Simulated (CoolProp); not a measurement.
A simple Rankine cycle with water: condensing at 308.15 K, boiler at 0.0619 MPa, turbine inlet 374.9 K, turbine efficiency 0.85, pump efficiency 0.7, no recuperator. Each further row changes one setting.

The numbers come from the reference Helmholtz-energy equation of state, Wagner 2002 in CoolProp.

```json
[
 {"case": "as stated", "thermal efficiency (%)": "?", "net work (kJ/kg)": "298", "heat in (kJ/kg)": "2540", "turbine exit temperature (K)": "308.1", "volume ratio over the turbine": "?"},
 {"case": "turbine inlet 394.9 K", "thermal efficiency (%)": "?", "net work (kJ/kg)": "?", "heat in (kJ/kg)": "2580", "turbine exit temperature (K)": "308.1", "volume ratio over the turbine": "8.10"},
 {"case": "condensing temperature 300.15 K", "thermal efficiency (%)": "?", "net work (kJ/kg)": "?", "heat in (kJ/kg)": "2570", "turbine exit temperature (K)": "300.2", "volume ratio over the turbine": "12.8"},
 {"case": "boiler pressure 0.0433 MPa", "thermal efficiency (%)": "?", "net work (kJ/kg)": "255", "heat in (kJ/kg)": "2540", "turbine exit temperature (K)": "308.1", "volume ratio over the turbine": "6.00"},
 {"case": "turbine efficiency 0.75", "thermal efficiency (%)": "10.4", "net work (kJ/kg)": "263", "heat in (kJ/kg)": "2540", "turbine exit temperature (K)": "308.1", "volume ratio over the turbine": "8.56"}
]
```

Q: What belongs in the gaps?

A: 
- as stated, thermal efficiency (%): 11.7
- as stated, volume ratio over the turbine: 8.43
- turbine inlet 394.9 K, thermal efficiency (%): 11.8
- turbine inlet 394.9 K, net work (kJ/kg): 305
- condensing temperature 300.15 K, thermal efficiency (%): 13.5
- condensing temperature 300.15 K, net work (kJ/kg): 347
- boiler pressure 0.0433 MPa, thermal efficiency (%): 10.1

The expansion ends wet for: as stated; turbine inlet 394.9 K; condensing temperature 300.15 K; boiler pressure 0.0433 MPa; turbine efficiency 0.75.
